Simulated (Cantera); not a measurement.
Input: 1 mol Ta₂O₅, 1300 mol H₂, 2.7 mol H₂O, at 1850 K and 900000 Pa.

Cantera equilibrium calculation (NASA polynomials, part measured and part estimated; ideal gas, pure solids and liquids). Candidate condensed phases: H₂O, Ta, Ta₂O₅; 12 gas species. Rates play no part.

Base state: H₂ 0.998, H₂O 0.00207, H 0.000179 (mole fractions); condensed: Ta₂O₅(s).

What changes in the equilibrium state with this change: pressure from 900000 Pa to 1000 Pa?


| species | before | after |
|---|---|---|
| H₂ | 0.998 | 0.993 |
| H | 0.000179 | 0.00537 |
| H₂O | 0.00207 | 0.00207 |
| Ta₂O₅(s), mol | 1.000 | 0.997 |
